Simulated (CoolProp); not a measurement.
A single-stage vapour-compression cycle with R22: evaporating at 307.15 K (dew point), condensing at 355.15 K (bubble point), superheat 0 K, subcooling 0 K, compressor efficiency 0.9, no pressure losses. Each further row changes one setting.

Values from CoolProp's reference Helmholtz-energy equation of state, Kamei 1995.

| case | cooling COP | pressure ratio | discharge temperature (K) | refrigerating effect (kJ/kg) | volumetric capacity (kJ/m³) |
|---|---|---|---|---|---|
| as stated | 3.58 | 2.88 | 375.8 | 101 | 5700 |
| evaporating temperature 312.15 K | 4.16 | ? | 373.7 | ? | 6560 |
| condensing temperature 350.15 K | ? | 2.61 | 368.8 | 110 | ? |
| subcooling 5 K | 3.95 | 2.88 | 375.8 | ? | ? |
| superheat 10 K | 3.63 | 2.88 | 385.4 | 110 | 5810 |
| compressor efficiency 0.8 | 3.18 | 2.88 | 378.7 | 101 | 5700 |

Q: What belongs in the gaps?

A: 
- evaporating temperature 312.15 K, pressure ratio: 2.55
- evaporating temperature 312.15 K, refrigerating effect (kJ/kg): 102
- condensing temperature 350.15 K, cooling COP: 4.32
- condensing temperature 350.15 K, volumetric capacity (kJ/m³): 6220
- subcooling 5 K, refrigerating effect (kJ/kg): 111
- subcooling 5 K, volumetric capacity (kJ/m³): 6280
